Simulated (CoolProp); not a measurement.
Vapour-liquid equilibrium of p-xylene (1) + n-decane (2) at 0.00899 MPa; x and y are mole fractions of (1).

Model: multi-fluid Helmholtz-energy mixture model, Zhou 2012 and Lemmon 2006; pair parameters Bell 2016, in CoolProp.

Problem. Give the bubble temperature and the first vapour's composition at x = 0.05, 0.25, 0.45. Is there an azeotrope?

Solution. x = 0.05: 368.3 K, y = 0.168; x = 0.25: 358.2 K, y = 0.567; x = 0.45: 351.4 K, y = 0.761. No azeotrope shows between x = 0.05 and 0.95.

Pair parameters are fitted to limited data, so mixtures are less certain than the pure fluids.
